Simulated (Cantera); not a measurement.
Charge: 1 mol toluene, 94 mol H2, 0.8 mol N2, equilibrated at 1298.15 K.

Method: chemical equilibrium by Gibbs-energy minimisation in Cantera with the NASA 1993 tables (ideal gas, pure condensed phases). Candidate condensed phases: C, C6H6, C7H8, C8H18; 92 gas species. Equilibrium is a limit: real reactors are often held back by kinetics, nucleation or transport.

Question: At 0.000100 bar, list the 4 most abundant gas species with their mole fractions, and the condensed phases.

Answer: H2 0.992, N2 0.00809, H 0.000107, HCN 1.82e-5. Condensed: C(graphite).
